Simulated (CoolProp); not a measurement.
Vapour-liquid equilibrium of m-xylene (1) + n-decane (2) at 1.36 MPa; x and y are mole fractions of (1).

The numbers come from the multi-fluid Helmholtz-energy mixture model, Zhou 2012 and Lemmon 2006; pair parameters Bell 2016 in CoolProp.

```csv
x,bubble temperature (K),y at the bubble point,dew temperature at overall composition x (K),liquid density (mol/L)
0.05,583.7,0.066,584.3,3.051
0.2,576.6,0.256,578.8,3.354
0.35,569.9,0.431,573.1,3.680
0.5,563.5,0.589,567.2,4.038
0.65,557.4,0.730,560.9,4.436
0.8,551.6,0.856,554.3,4.883
0.95,546.1,0.967,546.9,5.389
```

No azeotrope shows between x = 0.05 and 0.95.

Pair parameters are fitted to limited data, so mixtures are less certain than the pure fluids.
